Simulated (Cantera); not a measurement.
Feed: 1 mol Ta2O5, 0.81 mol C, 7.4 mol H2, at 9.40 mbar.

These are equilibrium values from Cantera (NASA tables, ideal gas, pure condensed phases), not measurements of a reactor. Candidate condensed phases: C, C6H6, C7H8, C8H18, H2O, Ta, TaC, Ta2O5; 113 gas species. Mutual solubility and eutectic melting of coexisting phases are not modelled. TaC: taken at fixed stoichiometry. Condensed phases not in the tables: Ta2C. Rates play no part.

At 1423 K, list the 5 most abundant gas species with their mole fractions, and the condensed phases.

H2 0.927, CO 0.0723, H2O 0.000547, H 6.60e-5, CO2 1.88e-5. Condensed: TaC(s) + Ta2O5(s).
